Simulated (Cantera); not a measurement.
C + NH3 + N2 (carbon deposition, reforming and gasification)

Charge: 1 mol C, 0.022 mol NH3, 11 mol N2, at 925 °C and 1.33 mbar.

Method: chemical equilibrium by Gibbs-energy minimisation in Cantera with the NASA 1993 tables (ideal gas, pure condensed phases). Candidate condensed phases: C, C6H6, C7H8, C8H18; 92 gas species. Kinetics and transport are ignored.

```json
{
  "x(N2)": "0.997",
  "x(H2)": "0.00299",
  "x(HCN)": "3.98e-6",
  "n(C(graphite))": "1.000 mol",
  "gas_amount": "11.04 mol"
}
```
